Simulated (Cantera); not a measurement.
Feed: 1 mol SiO₂, 34 mol HF, 0.75 mol N₂, at 1398.15 K.

Method: chemical equilibrium by Gibbs-energy minimisation in Cantera with the NASA 1993 tables (ideal gas, pure condensed phases). Candidate condensed phases: H₂O, Si, SiO₂, Si₂N₂O, Si₃N₄; 58 gas species. The tables hold silica as quartz up to 1696 K and as liquid above; real silica turns to tridymite and cristobalite and melts near 1996 K. Rates play no part.

Task: Which condensed phases are stable at each of these points (P (Pa)): 1, 3.60, 13, 46, 170, 600, 2200, 7700, 28000, 100000?

Result: 
| P (Pa) | condensed phases | Si condensed (%) |
|---|---|---|
| 1 | SiO₂(β-quartz) | 78.5 |
| 3.60 | SiO₂(β-quartz) | 67.7 |
| 13 | SiO₂(β-quartz) | 51.8 |
| 46 | SiO₂(β-quartz) | 29.3 |
| 170 | gas only | 0.0 |
| 600 | gas only | 0.0 |
| 2200 | gas only | 0.0 |
| 7700 | gas only | 0.0 |
| 28000 | gas only | 0.0 |
| 100000 | gas only | 0.0 |

From 1.00e-5 bar to 0.000460 bar the condensed part is SiO₂(β-quartz). From 0.00170 bar to 1.00 bar nothing is condensed.
